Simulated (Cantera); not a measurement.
A freely propagating, adiabatic, planar premixed flame of H2 : O2 : N2 : H2O = 1 : 0.217 : 0.587 : 0.22 (molar parts), equivalence ratio 2.3, unburnt at 498 K and 100000 Pa; mixture-averaged transport, grid criteria slope 0.08 and curve 0.16, no radiation.

Computed with Cantera and the H2/O2 subset of GRI-Mech 3.0, which has no nitrogen chemistry. Burning velocities carry a grid error of a few per cent, more on coarse grids.

**Question.** How do the results move with these cheaper or finer settings: unity-Lewis-number transport; multicomponent transport; multicomponent+Soret transport; grid criteria slope 0.5, curve 1; grid criteria slope 0.25, curve 0.5; grid criteria slope 0.03, curve 0.06?

**Answer.** 
```
setting                               laminar burning velocity  thermal thickness  peak x(OH)  peak x(H2O2)  grid points
------------------------------------  ------------------------  -----------------  ----------  ------------  -----------
as above                                              640 cm/s           0.371 mm     0.00372       3.13e-5          120
unity-Lewis-number transport                          384 cm/s           0.353 mm     0.00380       1.48e-5           99
multicomponent transport                              627 cm/s           0.379 mm     0.00372       3.01e-5          120
multicomponent+Soret transport                        609 cm/s           0.369 mm     0.00374       3.23e-5          120
grid criteria slope 0.5, curve 1                      702 cm/s           0.496 mm     0.00383       2.71e-5           46
grid criteria slope 0.25, curve 0.5                   647 cm/s           0.409 mm     0.00384       2.94e-5           58
grid criteria slope 0.03, curve 0.06                  636 cm/s           0.362 mm     0.00367       3.24e-5          281
```
Unity Lewis numbers drop preferential diffusion, which matters most where H2 and H carry the flame; Soret adds thermal diffusion.
